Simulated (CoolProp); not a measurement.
n-dodecane along the isotherm 346.85 °C: Z from the reference equation and from simpler models built on Tc = 385.0 °C, pc = 1818 kPa, ω = 0.574; each cubic takes its own stable root.

Computed with CoolProp (reference Helmholtz-energy equation of state, Lemmon 2004). It is a short technical equation, of lower accuracy than the large ones.

| p (kPa) | phase | reference | van der Waals | Redlich-Kwong | Soave-Redlich-Kwong |
|---|---|---|---|---|---|
| 14.4 | gas | 0.9960 | 0.9973 | 0.9968 | 0.9966 |
| 27.2 | gas | 0.9924 | 0.9948 | 0.9939 | 0.9936 |
| 51.6 | gas | 0.9855 | 0.9902 | 0.9884 | 0.9877 |
| 97.9 | gas | 0.9722 | 0.9812 | 0.9779 | 0.9766 |
| 186 | gas | 0.9465 | 0.9638 | 0.9574 | 0.9548 |
| 352 | gas | 0.8959 | 0.9294 | 0.9170 | 0.9116 |
| 667 | gas | 0.7887 | 0.8566 | 0.8319 | 0.8193 |
| 1260 | liquid | 0.09663 | 0.6650 | 0.6014 | 0.1258 |
| 2400 | liquid | 0.1757 | 0.3023 | 0.2342 | 0.2202 |
| 4540 | liquid | 0.3158 | 0.5127 | 0.3967 | 0.3825 |

At some of these states van der Waals, Redlich-Kwong gives the other phase, because its saturation line lies elsewhere.
